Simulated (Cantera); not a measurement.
Feed: 1 mol Ta2O5, 0.42 mol H2, held at 1998 K and 0.0490 bar.

These are equilibrium values from Cantera (NASA tables, ideal gas, pure condensed phases), not measurements of a reactor. Candidate condensed phases: H2O, Ta, Ta2O5; 12 gas species. Mutual solubility and eutectic melting of coexisting phases are not modelled. Condensed phases not in the tables: N, O or C dissolved in the metal. Kinetics and transport are ignored.

Base state: H2 0.991, H 0.00721, H2O 0.00180, TaO2 2.07e-5 (mole fractions); condensed: Ta(s) + Ta2O5(s).

What changes in the equilibrium state with this change: Ta2O5 replaced by Nb2O5?


| species | before | after |
|---|---|---|
| H2 | 0.991 | 0.837 |
| H2O | 0.00180 | 0.156 |
| H | 0.00721 | 0.00663 |
| TaO2 | 2.07e-5 | 0 |
| NbO2 | 0 | 8.33e-5 |
| OH | 1.30e-6 | 0.000123 |
| Ta(s), mol | 0.000301 | 0 |
| Ta2O5(s), mol | 1.000 | 0 |
| NbO2(s), mol | 0 | 0.132 |
| Nb2O5(l), mol | 0 | 0.934 |
Condensed phases not in the tables: the oxides between NbO2 and Nb2O5. Further candidate phases: Nb, NbO, NbO2, Nb2O5.

What changes in the equilibrium state with this change: pressure from 0.0490 bar to 2.70 bar?


| species | before | after |
|---|---|---|
| H2 | 0.991 | 0.997 |
| H2O | 0.00180 | 0.00181 |
| H | 0.00721 | 0.000975 |
| TaO2 | 2.07e-5 | 3.76e-7 |
| Ta(s), mol | 0.000301 | 0.000304 |
| Ta2O5(s), mol | 1.000 | 1.000 |
